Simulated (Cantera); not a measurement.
Mixture: H2 : O2 : N2 : NO = 1 : 0.526 : 1.98 : 0.0035 (molar parts), at 480 Torr, adiabatic and at constant volume. Ignition delay is the time to a rise of 400 K.

Model: GRI-Mech 3.0 (53 species, 325 reactions), integrated in Cantera. Below about 950 K walls govern HO2 and H2O2 in real vessels.

What does this change do: pressure from 480 Torr to 2630 Torr?


```csv
quantity,before,after
delay at 925 K,0.682 ms,0.831 ms
delay at 1000 K,0.279 ms,0.240 ms
delay at 1075 K,0.146 ms,69.1 µs
delay at 1150 K,90.1 µs,25.4 µs
delay at 1225 K,61.4 µs,13.2 µs
delay at 1300 K,45.1 µs,8.42 µs
```
The hydrogen kinetics of GRI-Mech 3.0 are dated; newer H2 mechanisms differ, most at raised pressure.

What does this change do: constant pressure in place of constant volume?


```csv
quantity,before,after
delay at 925 K,0.682 ms,0.704 ms
delay at 1000 K,0.279 ms,0.289 ms
delay at 1075 K,0.146 ms,0.153 ms
delay at 1150 K,90.1 µs,95.3 µs
delay at 1225 K,61.4 µs,66.4 µs
delay at 1300 K,45.1 µs,50.5 µs
```

What does this change do: pressure from 480 Torr to 29300 Torr?


```csv
quantity,before,after
delay at 925 K,0.682 ms,10.5 ms
delay at 1000 K,0.279 ms,1.69 ms
delay at 1075 K,0.146 ms,0.364 ms
delay at 1150 K,90.1 µs,0.101 ms
delay at 1225 K,61.4 µs,33.6 µs
delay at 1300 K,45.1 µs,11.9 µs
```
The hydrogen kinetics of GRI-Mech 3.0 are dated; newer H2 mechanisms differ, most at raised pressure. The pressure lies above the range GRI-Mech 3.0 was tuned for (to about 10 atm).
